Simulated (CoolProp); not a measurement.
Model: reference Helmholtz-energy equation of state, Lemmon 2006, in CoolProp. It is a short technical equation, of lower accuracy than the large ones.

**Question.** For neopentane, give the phase and the density (kg/m³), cv (kJ/(kg K)) at 276.85 °C and 1.11 MPa.

**Answer.** 
- 276.85 °C and 1.11 MPa: gas; density 18.5, cv 2.68
